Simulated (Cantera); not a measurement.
An isothermal, constant-pressure homogeneous reactor starts with 20.0 % NO, 80.0 % N₂, at 1750 K and 113 Torr.

Computed with Cantera and GRI-Mech 3.0 (53 species, 325 reactions).

x: mole fraction; the columns are a selection and need not sum to one.

```json
[
 {"t (s)": "7.00e-6", "x NO": "0.200", "x N₂": "0.800", "x N₂O": "6.13e-9", "x NO₂": "1.30e-11", "x O": "6.12e-9", "x O₂": "<1e-12"},
 {"t (s)": "4.37e-5", "x NO": "0.200", "x N₂": "0.800", "x N₂O": "3.82e-8", "x NO₂": "4.99e-10", "x O": "3.78e-8", "x O₂": "9.51e-12"},
 {"t (s)": "0.000272", "x NO": "0.200", "x N₂": "0.800", "x N₂O": "2.37e-7", "x NO₂": "1.83e-8", "x O": "2.22e-7", "x O₂": "3.56e-10"},
 {"t (s)": "0.00170", "x NO": "0.200", "x N₂": "0.800", "x N₂O": "?", "x NO₂": "?", "x O": "?", "x O₂": "?"},
 {"t (s)": "0.0106", "x NO": "0.200", "x N₂": "0.800", "x N₂O": "7.02e-6", "x NO₂": "6.60e-6", "x O": "4.10e-6", "x O₂": "6.93e-7"},
 {"t (s)": "0.0661", "x NO": "0.200", "x N₂": "0.800", "x N₂O": "1.52e-5", "x NO₂": "?", "x O": "9.75e-6", "x O₂": "?"},
 {"t (s)": "0.412", "x NO": "0.199", "x N₂": "0.800", "x N₂O": "1.55e-5", "x NO₂": "2.20e-5", "x O": "1.05e-5", "x O₂": "0.000379"},
 {"t (s)": "2.57", "x NO": "0.195", "x N₂": "0.803", "x N₂O": "1.47e-5", "x NO₂": "2.95e-5", "x O": "1.39e-5", "x O₂": "0.00249"},
 {"t (s)": "16.0", "x NO": "0.170", "x N₂": "0.815", "x N₂O": "1.10e-5", "x NO₂": "5.07e-5", "x O": "2.58e-5", "x O₂": "0.0150"},
 {"t (s)": "100", "x NO": "0.0774", "x N₂": "0.861", "x N₂O": "2.23e-6", "x NO₂": "4.52e-5", "x O": "4.87e-5", "x O₂": "0.0612"}
]
```

### Question
Fill in the missing entries.

### Answer

- 0.00170, x N₂O: 1.42e-6
- 0.00170, x NO₂: 5.12e-7
- 0.00170, x O: 1.04e-6
- 0.00170, x O₂: 1.24e-8
- 0.0661, x NO₂: 2.02e-5
- 0.0661, x O₂: 4.05e-5
